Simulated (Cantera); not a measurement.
# Silicon oxide and oxynitride deposition: TEOS + N2O + N2

Charge: 1 mol TEOS, 0.45 mol N2O, 93 mol N2, at 1.10 mbar.

Cantera equilibrium calculation (NASA polynomials, part measured and part estimated; ideal gas, pure solids and liquids). Candidate condensed phases: C, C6H6, C7H8, C8H18, H2O, Si, SiC, SiO2, Si2N2O, Si3N4; 151 gas species. The feed counts by its element totals alone. The numbers say what is thermodynamically allowed, not how fast it happens.

```
T (K)   x N2    x H2     x CO     x CO2     x H2O     x CH4     x HCN       x H  n C(graphite)  n SiO2(α-quartz)  n SiO2(β-quartz)  n Si2N2O(s)
-----  -----  ------  -------  --------  --------  --------  --------  --------  -------------  ----------------  ----------------  -----------
598    0.895  0.0874  0.00310   0.00685   0.00666  0.000839  2.89e-11    <1e-12           6.87              1.00                 0            0
673    0.887  0.0930   0.0150   0.00329   0.00167  0.000145  6.01e-10    <1e-12           6.06              1.00                 0            0
748    0.883  0.0942   0.0223  0.000327  0.000222   3.23e-5   6.67e-9  2.66e-12           5.60              1.00                 0            0
823    0.882  0.0944   0.0230   2.80e-5   3.17e-5   9.14e-6   4.74e-8  6.79e-11           5.56              1.00                 0            0
898    0.882  0.0944   0.0231   3.46e-6   6.07e-6   3.14e-6   2.42e-7   1.01e-9           5.55                 0              1.00            0
973    0.882  0.0944   0.0231   5.90e-7   1.49e-6   1.26e-6   9.60e-7   1.00e-8           5.55                 0              1.00            0
1048   0.870  0.0935   0.0369   3.33e-7   7.11e-7   5.62e-7   3.08e-6   7.12e-8           4.05                 0                 0        0.500
1123   0.870  0.0935   0.0369   9.07e-8   2.51e-7   2.82e-7   8.54e-6   3.93e-7           4.05                 0                 0        0.500
1198   0.869  0.0935   0.0370   2.92e-8   1.01e-7   1.54e-7   2.08e-5   1.75e-6           4.05                 0                 0        0.500
1273   0.869  0.0935   0.0369   1.08e-8   4.52e-8   9.04e-8   4.55e-5   6.58e-6           4.05                 0                 0        0.500
```
x: gas mole fraction; n: condensed amount in mol.

From 598 K to 823 K the condensed part is C(graphite) + SiO2(α-quartz). From 898 K to 973 K the condensed part is C(graphite) + SiO2(β-quartz). From 1048 K to 1273 K the condensed part is C(graphite) + Si2N2O(s).
